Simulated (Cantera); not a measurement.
An isothermal, constant-pressure homogeneous reactor starts with 4.00 % CH₄, 96.0 % N₂, at 1823 K and 0.109 atm.

Cantera simulation using GRI-Mech 3.0 (53 species, 325 reactions); the numbers are that mechanism's predictions, not measurements. GRI-Mech 3.0 stops at C3 and has no aromatics, soot or wall deposition, so with more carbon than oxygen in the feed, carbon stays in small species such as C2H2 where larger ones or solid carbon would form.

One state of this run: x CH₄ = 0.0140; x C₂H₄ = 0.000652; x H₂ = 0.0360; x H = 0.000126; x C₂H₆ = 9.34e-6. x: mole fraction; the columns are a selection and need not sum to one.

### Question
Which value of t (s) does it belong to?
(A) 0.0139
(B) 0.0316
(C) 0.848
(D) 0.00118

### Answer
A, 0.0139
